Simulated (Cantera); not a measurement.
Input (Python, Cantera):

```python
import numpy as np
import cantera as ct

gas = ct.Solution("gri30.yaml")
gas.TPX = 1100, 100000, {'H2': 1, 'O2': 0.278, 'N2': 1.04}
reactor = ct.IdealGasConstPressureReactor(gas, energy="on", clone=False)
net = ct.ReactorNet([reactor])
net.rtol, net.atol = 1e-08, 1e-16
show = ['H2', 'O2', 'N2O', 'H2O', 'OH', 'NO', 'NO2']
times = np.geomspace(3e-06, 0.7, 10)

steps = ct.SolutionArray(gas, extra=["t"])
rows = []
print(f"{'t/s':>10s}{'T/K':>9s}{'P/Pa':>11s}" + "".join(f"{s:>11s}" for s in show))
for t in times:
    while net.time < t:
        t_next = net.step()
        steps.append(gas.state, t=t_next)
    rows.append([np.interp(t, steps.t, y) for y in (steps.T, steps.P, *steps(*show).X.T)])
    print(f"{t:10.3e}{rows[-1][0]:9.1f}{rows[-1][1]:11.4g}" + "".join(f"{x:11.3e}" for x in rows[-1][2:]))
rate = np.gradient(steps.T, steps.t)
print("integrator steps:", len(steps.t))
if steps.T.max() > steps.T[0] + 200:
    print(f"time of steepest temperature rise: {steps.t[rate.argmax()]:.4e} s")
gas.TPX = 1100, 100000, {'H2': 1, 'O2': 0.278, 'N2': 1.04}
gas.equilibrate("HP")
print(f"equilibrium (HP): T = {gas.T:.1f} K  " + "  ".join(f"{s} {gas[s].X[0]:.3e}" for s in show))
```

It prints:

```
       t/s      T/K       P/Pa         H2         O2        N2O        H2O         OH         NO        NO2
 3.000e-06   1100.0      1e+05  4.314e-01  1.199e-01  2.068e-17  4.278e-10  4.052e-11  1.107e-22  2.970e-30
 1.185e-05   1100.0      1e+05  4.314e-01  1.199e-01  6.655e-16  1.360e-08  3.991e-10  1.216e-20  5.983e-27
 4.677e-05   1100.0      1e+05  4.314e-01  1.199e-01  3.005e-13  6.277e-06  1.210e-07  1.067e-15  1.248e-19
 1.847e-04   2390.1      1e+05  1.941e-01  1.169e-03  1.188e-08  2.461e-01  1.210e-02  3.786e-05  6.464e-10
 7.293e-04   2641.5      1e+05  2.078e-01  2.301e-04  2.569e-08  2.607e-01  6.643e-03  1.485e-04  3.637e-09
 2.880e-03   2645.7      1e+05  2.084e-01  2.131e-04  2.832e-08  2.609e-01  6.422e-03  4.343e-04  1.064e-08
 1.137e-02   2644.2      1e+05  2.086e-01  2.096e-04  3.265e-08  2.606e-01  6.368e-03  7.281e-04  1.771e-08
 4.490e-02   2644.2      1e+05  2.087e-01  2.095e-04  3.285e-08  2.606e-01  6.366e-03  7.389e-04  1.797e-08
 1.773e-01   2644.2      1e+05  2.087e-01  2.095e-04  3.285e-08  2.606e-01  6.366e-03  7.389e-04  1.797e-08
 7.000e-01   2644.2      1e+05  2.087e-01  2.095e-04  3.285e-08  2.606e-01  6.366e-03  7.389e-04  1.797e-08
integrator steps: 1362
time of steepest temperature rise: 9.9108e-05 s
equilibrium (HP): T = 2644.2 K  H2 2.087e-01  O2 2.095e-04  N2O 3.285e-08  H2O 2.606e-01  OH 6.366e-03  NO 7.389e-04  NO2 1.797e-08
```

Computed with Cantera and GRI-Mech 3.0 (53 species, 325 reactions).
